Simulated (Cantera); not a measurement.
Charge: 1 mol SO2, 0.68 mol H2, 0.051 mol O2, equilibrated at 848 K and 18.0 Pa.

Equilibrium computed with Cantera from the NASA thermochemical tables; the gas is ideal and each condensed phase is pure. Candidate condensed phases: H2O, H2SO4, S; 19 gas species. Gases not in the tables: S3 to S7. The numbers say what is thermodynamically allowed, not how fast it happens.

Base state: SO2 0.468, H2O 0.434, S2 0.0872, H2S 0.00792, H2 0.00213, S2O 0.000806, SO 1.54e-5 (mole fractions); condensed: gas only.

### Question
What changes in the equilibrium state with this change: H2 from 0.68 to 0.28 mol?

### Answer
```json
[
 {"species": "SO2", "before": "0.468", "after": "0.739"},
 {"species": "H2O", "before": "0.434", "after": "0.224"},
 {"species": "S2", "before": "0.0872", "after": "0.0343"},
 {"species": "H2S", "before": "0.00792", "after": "0.00162"},
 {"species": "H2", "before": "0.00213", "after": "0.000696"}
]
```

### Question
What changes in the equilibrium state with this change: pressure from 18.0 Pa to 1.00 bar?

### Answer
| species | before | after |
|---|---|---|
| SO2 | 0.468 | 0.489 |
| H2O | 0.434 | 0.403 |
| S2 | 0.0872 | 0.0571 |
| H2S | 0.00792 | 0.0453 |
| S8 | <1e-9 | 7.78e-5 |
| H2 | 0.00213 | 0.000202 |
| SO | 1.54e-5 | 1.64e-6 |
| S2O | 0.000806 | 0.00518 |
